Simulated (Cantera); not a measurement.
What does this Cantera script print?

```python
import numpy as np
import cantera as ct

gas = ct.Solution("SiF4_NH3_mec.yaml", "gas")
gas.TPX = 2225, 6100, {'NH3': 1, 'H2': 7.3, 'N2': 0.71}
reactor = ct.IdealGasConstPressureReactor(gas, energy="off", clone=False)
net = ct.ReactorNet([reactor])
net.rtol, net.atol = 1e-08, 1e-18
show = ['NH3', 'H2', 'N2H4', 'H', 'NH']
times = np.geomspace(0.0004, 30, 15)

steps = ct.SolutionArray(gas, extra=["t"])
rows = []
print(f"{'t/s':>10s}{'T/K':>9s}{'P/Pa':>11s}" + "".join(f"{s:>11s}" for s in show))
for t in times:
    while net.time < t:
        t_next = net.step()
        steps.append(gas.state, t=t_next)
    rows.append([np.interp(t, steps.t, y) for y in (steps.T, steps.P, *steps(*show).X.T)])
    print(f"{t:10.3e}{rows[-1][0]:9.1f}{rows[-1][1]:11.4g}" + "".join(f"{x:11.3e}" for x in rows[-1][2:]))
rate = np.gradient(steps.T, steps.t)
print("integrator steps:", len(steps.t))
if steps.T.max() > steps.T[0] + 200:
    print(f"time of steepest temperature rise: {steps.t[rate.argmax()]:.4e} s")
gas.TPX = 2225, 6100, {'NH3': 1, 'H2': 7.3, 'N2': 0.71}
gas.equilibrate("TP")
print(f"equilibrium (TP): T = {gas.T:.1f} K  " + "  ".join(f"{s} {gas[s].X[0]:.3e}" for s in show))
```

It prints:

```
       t/s      T/K       P/Pa        NH3         H2       N2H4          H         NH
 4.000e-04   2225.0       6100  1.108e-01  8.099e-01  1.500e-10  3.867e-04  1.860e-06
 8.918e-04   2225.0       6100  1.105e-01  8.095e-01  6.979e-10  8.371e-04  8.666e-06
 1.988e-03   2225.0       6100  1.095e-01  8.093e-01  2.310e-09  1.539e-03  2.860e-05
 4.433e-03   2225.0       6100  1.060e-01  8.111e-01  3.126e-09  1.855e-03  3.981e-05
 9.884e-03   2225.0       6100  9.803e-02  8.160e-01  2.842e-09  1.925e-03  3.924e-05
 2.204e-02   2225.0       6100  8.234e-02  8.257e-01  2.254e-09  2.065e-03  3.721e-05
 4.913e-02   2225.0       6100  5.598e-02  8.418e-01  1.354e-09  2.400e-03  3.314e-05
 1.095e-01   2225.0       6100  2.315e-02  8.614e-01  4.324e-10  3.356e-03  2.591e-05
 2.442e-01   2225.0       6100  1.666e-03  8.699e-01  1.470e-11  8.696e-03  1.244e-05
 5.445e-01   2225.0       6100  1.428e-05  8.578e-01  7.482e-15  2.268e-02  7.504e-07
 1.214e+00   2225.0       6100  2.176e-06  8.562e-01  2.019e-16  2.442e-02  1.331e-07
 2.707e+00   2225.0       6100  7.593e-07  8.562e-01  2.464e-17  2.443e-02  4.646e-08
 6.035e+00   2225.0       6100  3.584e-07  8.562e-01  5.528e-18  2.443e-02  2.193e-08
 1.346e+01   2225.0       6100  2.514e-07  8.562e-01  2.743e-18  2.443e-02  1.538e-08
 3.000e+01   2225.0       6100  2.402e-07  8.562e-01  2.508e-18  2.443e-02  1.470e-08
integrator steps: 1510
equilibrium (TP): T = 2225.0 K  NH3 2.401e-07  H2 8.562e-01  N2H4 2.506e-18  H 2.443e-02  NH 1.469e-08
```

Cantera simulation using the gas-phase N/H chemistry of the illustrative SiF4/NH3 mechanism in the Surface Chemkin manual (1991); the numbers are that mechanism's predictions, not measurements. Walls and surfaces, which speed up NH3 decomposition in real reactors, are not modelled.
